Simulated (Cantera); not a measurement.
Cantera run:

```python
import numpy as np
import cantera as ct

gas_names = """
    F F2 FS2F,fluorodisu N NF NF2 NF3 N2 S SF SF2 SF3 SF4 SF5 SF6 SN S2 S2F2,thiothiony S8 Si SiF SiF2
    SiF3 SiF4 SiN SiS Si2 Si2N Si3
""".split()
cond_names = """
    S(cr1) S(cr2) S(L) Si(cr) Si(L) Si3N4(a)
""".split()


# ... load() reads the species with a 1 bar reference pressure and builds the phases ...
atoms = {
    'Si': {'Si': 1},
    'SF6': {'S': 1, 'F': 6},
    'N2': {'N': 2},
    'NF3': {'N': 1, 'F': 3},
}
top_T = {'Si3N4(a)': 2400}  # K; cautious upper limits of use, not melting points


# ... equilibrate(T, P, feed) seeds the gas with the atoms and calls Mixture.equilibrate('TP', solver="vcs", rtol=1e-11, max_steps=5000) ...
results = []
feed = {'Si': 1, 'SF6': 2.5, 'N2': 70, 'NF3': 3.3}  # mol
T = 1673  # K
for P in [1, 4.2, 18, 75, 320, 1300, 5600, 24000, 100000]:
    mix = equilibrate(T, P, feed)
    results.append((T, P, feed, dict(zip(mix.species_names, mix.species_moles))))

top = {s: max(r[3][s] / sum(r[3][g] for g in gas_names) for r in results) for s in gas_names}
cols = sorted((s for s in top if top[s] > 0.0001), key=lambda s: -top[s])[:8]
seen = [c for c in cond_names if any(r[3].get(c, 0) > 1e-12 for r in results)]
print("log10 of partial pressures in bar; condensed amounts in mol")
print(f"{'P/Pa':>10s}" + "".join(f"{s[:9]:>10s}" for s in cols + seen))
for T, P, feed, n in results:
    ng = sum(n[g] for g in gas_names)
    print(f"{P:10.4g}" + "".join(f"{np.log10(max(n[s] / ng * P / 1e5, 1e-99)):10.3f}" for s in cols)
          + "".join(f"{n.get(c, 0):10.4g}" for c in seen))
```

Output:

```
log10 of partial pressures in bar; condensed amounts in mol
      P/Pa        N2         F       SF4       SF2       SF6      SiF4        S2         S
         1    -5.122    -5.664   -14.466    -8.187   -23.962    -6.978    -7.077    -7.147
       4.2    -4.495    -5.057   -11.753    -6.687   -20.036    -6.350    -6.503    -6.860
        18    -3.854    -4.474    -9.383    -5.483   -16.501    -5.709    -6.424    -6.820
        75    -3.229    -3.880    -7.434    -4.722   -13.363    -5.085    -7.280    -7.248
       320    -2.598    -3.259    -5.575    -4.105   -10.263    -4.453    -8.529    -7.873
      1300    -1.982    -2.686    -4.007    -3.683    -7.549    -3.837    -9.979    -8.598
      5600    -1.336    -2.120    -2.913    -3.721    -5.323    -3.191   -12.318    -9.767
   2.4e+04    -0.699    -1.523    -2.202    -4.204    -3.418    -2.554   -15.674   -11.445
     1e+05    -0.069    -0.982    -1.771    -4.855    -1.904    -1.924   -19.139   -13.178
```

Cantera equilibrium calculation (NASA polynomials, part measured and part estimated; ideal gas, pure solids and liquids). The tables' values for SF3, S2F2 (SSF2), SF5 are old estimates; treat these amounts as uncertain.
